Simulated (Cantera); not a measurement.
Charge: 1 mol Pb, 0.088 mol H2, at 1450 K and 67.0 Pa.

Equilibrium computed with Cantera from the NASA thermochemical tables; the gas is ideal and each condensed phase is pure. Candidate condensed phases: Pb; 4 gas species. Kinetics and transport are ignored.

Problem. What is the equilibrium state?

Solution. 
| Property | Result |
|---|---|
| x(Pb) | 0.919 |
| x(H2) | 0.0808 |
| x(H) | 0.000104 |
| x(Pb2) | 1.14e-5 |
| gas amount | 1.088 mol |
| log10 activity of Pb(l) (absent) | -1.38 |
